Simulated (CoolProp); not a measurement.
Ammonia along the isobar 59.5 MPa: density (kg/m³) from the reference equation and from simpler models built on Tc = 405.6 K, pc = 11.36 MPa, ω = 0.256; each cubic takes its own stable root.

Computed with CoolProp (reference Helmholtz-energy equation of state, Gao 2020).

```csv
T (K),phase,reference
243.9,liquid,703.4
253.9,liquid,692.9
264,liquid,682.2
274,liquid,671.5
284.1,liquid,660.6
294.1,liquid,649.6
304.2,liquid,638.4
314.2,liquid,627.1
324.2,liquid,615.7
334.3,liquid,603.9
344.3,liquid,592.1
354.4,liquid,580.0
364.4,liquid,567.8
374.5,liquid,555.2
```

Question: How far does each simpler model (van der Waals, Redlich-Kwong, Soave-Redlich-Kwong, Peng-Robinson) lie from the reference over these 14 states: mean and median of the absolute difference, and the worst?

Answer: 
- van der Waals: mean 43.2 %, median 43.4 %, worst -45.6 % at 243.9 K and 59.5 MPa
- Redlich-Kwong: mean 21.7 %, median 21.7 %, worst -22.4 % at 243.9 K and 59.5 MPa
- Soave-Redlich-Kwong: mean 20.2 %, median 20.1 %, worst -20.9 % at 243.9 K and 59.5 MPa
- Peng-Robinson: mean 10.5 %, median 10.4 %, worst -11.2 % at 243.9 K and 59.5 MPa
